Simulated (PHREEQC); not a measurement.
2.1 g of hydrous ferric oxide (600 m²/g; 0.2 weak and 0.005 strong sites per Fe, Dzombak-Morel constants, diffuse double layer) in 1 kg of water with 0.1 mol/kgw of an inert sodium salt and 0.0088 mmol/kgw CaCl2, at 25 °C; the pH is set by adding NaOH or the inert anion's acid. O2 is buffered at 0.21 atm. The system is closed to CO2. No solid was allowed to form.

The numbers come from PHREEQC with the ion-association model, wateq4f.dat.

| pH | Ca sorbed (%) | surface charge σ (C/m²) | surface potential ψ (mV) |
|---|---|---|---|
| 4 | 0.0 | 0.321 | 146 |
| 4.5 | 0.0 | 0.273 | 138 |
| 5 | 0.0 | 0.215 | 126 |
| 5.5 | 0.0 | 0.159 | ? |
| 6 | 0.2 | 0.112 | 93 |
| 6.5 | 1.0 | 0.074 | 74 |
| 7 | 5.3 | 0.045 | 52 |
| 7.5 | 25.6 | 0.022 | 29 |
| 8 | ? | ? | 6 |
| 8.5 | 93.5 | -0.014 | -19 |
| 9 | 98.9 | -0.034 | -42 |
| 9.5 | 99.8 | -0.060 | -64 |
| 10 | 100.0 | ? | -85 |
| 10.5 | 100.0 | -0.137 | ? |
| 11 | 100.0 | -0.190 | -119 |
| 11.5 | 100.0 | ? | -132 |
| 12 | 100.0 | -0.306 | -141 |

### Question
Some entries are withheld; supply them.

### Answer

- 5.5, surface potential ψ (mV): 111
- 8, Ca sorbed (%): 68.7
- 8, surface charge σ (C/m²): 0.004
- 10, surface charge σ (C/m²): -0.093
- 10.5, surface potential ψ (mV): -103
- 11.5, surface charge σ (C/m²): -0.249
